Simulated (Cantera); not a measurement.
A Cantera script and its output.

```python
import numpy as np
import cantera as ct

gas = ct.Solution("gri30.yaml")
gas.TPX = 1250, 1000000, {'CO': 1, 'H2': 0.04, 'O2': 0.684, 'N2': 2.57}
reactor = ct.IdealGasReactor(gas, energy="on", clone=False)
net = ct.ReactorNet([reactor])
net.rtol, net.atol = 1e-08, 1e-16
show = ['CO', 'H2', 'O2', 'OH', 'NO', 'N2O']
times = np.geomspace(8e-06, 0.1, 11)

steps = ct.SolutionArray(gas, extra=["t"])
rows = []
print(f"{'t/s':>10s}{'T/K':>9s}{'P/Pa':>11s}" + "".join(f"{s:>11s}" for s in show))
for t in times:
    while net.time < t:
        t_next = net.step()
        steps.append(gas.state, t=t_next)
    rows.append([np.interp(t, steps.t, y) for y in (steps.T, steps.P, *steps(*show).X.T)])
    print(f"{t:10.3e}{rows[-1][0]:9.1f}{rows[-1][1]:11.4g}" + "".join(f"{x:11.3e}" for x in rows[-1][2:]))
rate = np.gradient(steps.T, steps.t)
print("integrator steps:", len(steps.t))
if steps.T.max() > steps.T[0] + 200:
    print(f"time of steepest temperature rise: {steps.t[rate.argmax()]:.4e} s")
gas.TPX = 1250, 1000000, {'CO': 1, 'H2': 0.04, 'O2': 0.684, 'N2': 2.57}
gas.equilibrate("UV")
print(f"equilibrium (UV): T = {gas.T:.1f} K  " + "  ".join(f"{s} {gas[s].X[0]:.3e}" for s in show))
```

It prints:

```
       t/s      T/K       P/Pa         CO         H2         O2         OH         NO        N2O
 8.000e-06   1250.0      1e+06  2.329e-01  9.313e-03  1.593e-01  2.006e-07  1.511e-14  4.657e-11
 2.055e-05   1255.3  1.004e+06  2.325e-01  9.116e-03  1.589e-01  1.616e-05  7.697e-11  3.779e-09
 5.278e-05   2808.9   2.06e+06  6.953e-02  3.363e-04  7.072e-02  5.061e-03  1.081e-03  5.878e-06
 1.356e-04   2954.1  2.142e+06  5.187e-02  2.610e-04  5.839e-02  4.462e-03  1.252e-02  4.782e-06
 3.482e-04   2942.6  2.132e+06  5.135e-02  2.617e-04  5.477e-02  4.305e-03  1.970e-02  4.856e-06
 8.944e-04   2941.2  2.131e+06  5.129e-02  2.618e-04  5.433e-02  4.286e-03  2.058e-02  4.871e-06
 2.297e-03   2941.2  2.131e+06  5.129e-02  2.618e-04  5.432e-02  4.286e-03  2.058e-02  4.871e-06
 5.901e-03   2941.2  2.131e+06  5.129e-02  2.618e-04  5.432e-02  4.286e-03  2.058e-02  4.871e-06
 1.516e-02   2941.2  2.131e+06  5.129e-02  2.618e-04  5.432e-02  4.286e-03  2.058e-02  4.871e-06
 3.893e-02   2941.2  2.131e+06  5.129e-02  2.618e-04  5.432e-02  4.286e-03  2.058e-02  4.871e-06
 1.000e-01   2941.2  2.131e+06  5.129e-02  2.618e-04  5.432e-02  4.286e-03  2.058e-02  4.871e-06
integrator steps: 1489
time of steepest temperature rise: 4.2576e-05 s
equilibrium (UV): T = 2941.2 K  CO 5.129e-02  H2 2.618e-04  O2 5.432e-02  OH 4.286e-03  NO 2.058e-02  N2O 4.871e-06
```

Computed with Cantera and GRI-Mech 3.0 (53 species, 325 reactions). The hydrogen kinetics of GRI-Mech 3.0 are dated; newer H2 mechanisms differ, most at raised pressure.
